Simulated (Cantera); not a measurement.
Feed: 1 mol C2H6, 0.27 mol O2, 30 mol H2, held at 56.0 Pa.

Method: chemical equilibrium by Gibbs-energy minimisation in Cantera with the NASA 1993 tables (ideal gas, pure condensed phases). Candidate condensed phases: C, C6H6, C7H8, C8H18, H2O; 110 gas species. Equilibrium is a limit: real reactors are often held back by kinetics, nucleation or transport.

At 1748 K, list the 4 most abundant gas species with their mole fractions, and the condensed phases.

H2 0.974, CO 0.0160, H 0.00953, C2H2 (acetylene) 0.000110. Condensed: C(graphite).
